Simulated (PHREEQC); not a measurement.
Dissolve 140 mmol/kgw FeSO4 at 25 °C. Closed to the air; pH follows from the charge balance.

The numbers come from PHREEQC with the ion-association model, phreeqc.dat.

Each row changes one thing in this solution. This is a speciation only: nothing precipitates in the calculation.

| case | pH | ionic strength (mol/kgw) | Fe+2 (mol/kgw) | SO4-2 (mol/kgw) | FeSO4 (mol/kgw) | FeOH+ (mol/kgw) | SI of Melanterite (FeSO4:7H2O) |
|---|---|---|---|---|---|---|---|
| as made | 5.83 | 0.294 | 0.0736 | 0.0736 | 0.0664 | 6.44e-6 | -1.20 |
| diluted 2-fold with water | 5.87 | 0.159 | 0.0398 | 0.0398 | [?] | 4.27e-6 | [?] |
| FeSO4 from 0.14 to 0.126 mol/kgw | 5.84 | 0.268 | 0.0670 | 0.0670 | 0.0590 | 6.04e-6 | [?] |
| temperature from 25 to 30 °C | [?] | 0.286 | 0.0714 | 0.0714 | 0.0686 | 7.83e-6 | -1.28 |
| 0.0037 mol/kgw HF added | [?] | 0.295 | 0.0737 | 0.0727 | 0.0655 | 1.63e-8 | -1.21 |

Task: What belongs in the gaps?

Result: 
- diluted 2-fold with water, FeSO4 (mol/kgw): 0.0302
- diluted 2-fold with water, SI of Melanterite (FeSO4:7H2O): -1.55
- FeSO4 from 0.14 to 0.126 mol/kgw, SI of Melanterite (FeSO4:7H2O): -1.25
- temperature from 25 to 30 °C, pH: 5.77
- 0.0037 mol/kgw HF added, pH: 3.23

Fluoro complexes past AlF4- and FeF3 are missing from the database.
